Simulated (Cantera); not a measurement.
Charge: 1 mol Al2O3, 0.086 mol Cl2, 0.96 mol H2, equilibrated at 1 atm.

Equilibrium computed with Cantera from the NASA thermochemical tables; the gas is ideal and each condensed phase is pure. Candidate condensed phases: Al, AlCl3, Al2O3, H2O; 29 gas species. Rates play no part. All values below are at 902 °C.

Base state: H2 0.836, HCl 0.164, H2O 0.000187, AlCl3 0.000125 (mole fractions); condensed: Al2O3(s).

Task: What changes in the equilibrium state with this change: Al2O3 replaced by Fe3O4?

Result: 
```tsv
species	before	after
H2O	0.000187	0.804
HCl	0.164	0.159
H2	0.836	0.0342
AlCl3	0.000125	0
FeCl2	0	0.00287
Al2O3(s), mol	1.000	0
FeO(s), mol	0	2.51
Fe3O4(s), mol	0	0.162
```
Mutual solubility and eutectic melting of coexisting phases are not modelled. The tables' stoichiometric FeO is somewhat more stable than real wüstite, so its field is too wide. FeO: taken at fixed stoichiometry. Further candidate phases: Fe, FeCl2, FeCl3, FeO, Fe(OH)2, Fe(OH)3, Fe2O3, Fe3O4.

Task: What changes in the equilibrium state with this change: Al2O3 replaced by MgO?

Result: 
```csv
species,before,after
H2,0.836,0.836
HCl,0.164,0.159
MgCl2,0,0.00250
H2O,0.000187,0.00250
AlCl3,0.000125,0
"Al2O3(s), mol",1.000,0
"MgO(s), mol",0,0.997
```
Further candidate phases: Mg, MgCl2, MgO, Mg(OH)2.
